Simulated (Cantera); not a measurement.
Input: 1 mol Si, 0.88 mol CO₂, 2.8 mol N₂, at 1025 °C and 0.580 bar.

These are equilibrium values from Cantera (NASA tables, ideal gas, pure condensed phases), not measurements of a reactor. Candidate condensed phases: C, Si, SiC, SiO₂, Si₂N₂O, Si₃N₄; 34 gas species. N₂ is the only nitrogen source here; it is nearly inert below about 1500 K, so the nitride shown seldom forms there in practice. Mutual solubility and eutectic melting of coexisting phases are not modelled. The tables hold silica as quartz up to 1696 K and as liquid above; real silica turns to tridymite and cristobalite and melts near 1996 K. Rates play no part.

Base state: N₂ 0.929, CO 0.0706, CO₂ 1.53e-5 (mole fractions); condensed: C(graphite) + SiO₂(β-quartz) + Si₂N₂O(s).

### Question
What changes in the equilibrium state with this change: CO₂ from 0.88 to 0.28 mol?

### Answer
| species | before | after |
|---|---|---|
| N₂ | 0.929 | 0.975 |
| CO | 0.0706 | 0.0254 |
| CO₂ | 1.53e-5 | 1.99e-6 |
| C(graphite), mol | 0.679 | 0.220 |
| SiO₂(β-quartz), mol | 0.706 | 0 |
| Si₂N₂O(s), mol | 0.147 | 0.500 |

### Question
What changes in the equilibrium state with this change: temperature from 1025 °C to 952 °C?

### Answer
| species | before | after |
|---|---|---|
| N₂ | 0.929 | 0.973 |
| CO | 0.0706 | 0.0271 |
| CO₂ | 1.53e-5 | 5.69e-6 |
| C(graphite), mol | 0.679 | 0.805 |
| SiO₂(β-quartz), mol | 0.706 | 0.790 |
| Si₂N₂O(s), mol | 0.147 | 0.105 |

### Question
What changes in the equilibrium state with this change: pressure from 0.580 bar to 13.3 mbar?

### Answer
```json
[
 {"species": "N₂", "before": "0.929", "after": "0.734"},
 {"species": "CO", "before": "0.0706", "after": "0.266"},
 {"species": "CO₂", "before": "1.53e-5", "after": "1.52e-5"},
 {"species": "C(graphite), mol", "before": "0.679", "after": "0"},
 {"species": "SiO₂(β-quartz), mol", "before": "0.706", "after": "0.253"},
 {"species": "Si₂N₂O(s), mol", "before": "0.147", "after": "0.373"}
]
```
